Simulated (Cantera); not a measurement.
Thermodynamics of hydrogen reduction and annealing atmospheres, feed FeS2 + H2 + N2

Input: 1 mol FeS2, 0.31 mol H2, 24 mol N2, at 85.0 Pa.

Equilibrium computed with Cantera from the NASA thermochemical tables; the gas is ideal and each condensed phase is pure. Candidate condensed phases: Fe, FeS, FeS2, S; 16 gas species. FeS: taken at fixed stoichiometry. Gases not in the tables: S3 to S7. Rates play no part.

From 875 K to 1400 K the condensed part is FeS(s). At 1475 K the condensed part is FeS(l).

| T (K) | log p N2 | log p S2 | log p H2 | log p H2S | log p SH | n FeS(s) | n FeS(l) |
|---|---|---|---|---|---|---|---|
| 875 | -3.08 | -4.87 | -5.49 | -5.13 | -8.83 | 1.00 | 0 |
| 950 | -3.08 | -4.83 | -5.26 | -5.29 | -8.34 | 1.00 | 0 |
| 1025 | -3.08 | -4.81 | -5.12 | -5.51 | -7.96 | 1.00 | 0 |
| 1100 | -3.08 | -4.79 | -5.05 | -5.74 | -7.65 | 1.00 | 0 |
| 1175 | -3.08 | -4.78 | -5.02 | -5.98 | -7.41 | 1.00 | 0 |
| 1250 | -3.08 | -4.78 | -5.00 | -6.20 | -7.20 | 1.000 | 0 |
| 1325 | -3.08 | -4.77 | -4.99 | -6.40 | -7.01 | 1.000 | 0 |
| 1400 | -3.08 | -4.77 | -4.99 | -6.59 | -6.85 | 1.000 | 0 |
| 1475 | -3.09 | -4.77 | -4.99 | -6.76 | -6.71 | 0 | 0.998 |
log p: log10 of the partial pressure in bar; n: condensed amount in mol.
